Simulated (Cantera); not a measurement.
Source: NASA polynomial tables (part measured, part estimated), evaluated in Cantera. Values are per mole of reaction as written; species without (g) are pure solids or liquids, kept so even where they would boil at 1 bar.

Q: Between 300 and 598 K, where is each reaction favourable under standard conditions?
- C + 2 NiS2 → 2 NiS + CS2(g)
- Ni3S4 → 4 S + 3 Ni
- 2 NiS2 → S2(g) + 2 NiS

A: 
- C + 2 NiS2 → 2 NiS + CS2(g): ΔG° is 146 kJ at 300 K and 89 kJ at 598 K; it stays positive (K < 1). ΔH° is 202 kJ and ΔS° 190 J/K at 598 K.
- Ni3S4 → 4 S + 3 Ni: ΔG° is 292 kJ at 300 K and 275 kJ at 598 K; it stays positive (K < 1). ΔH° is 322 kJ and ΔS° 79 J/K at 598 K.
- 2 NiS2 → S2(g) + 2 NiS: ΔG° is 158 kJ at 300 K and 103 kJ at 598 K; it stays positive (K < 1). ΔH° is 212 kJ and ΔS° 183 J/K at 598 K.
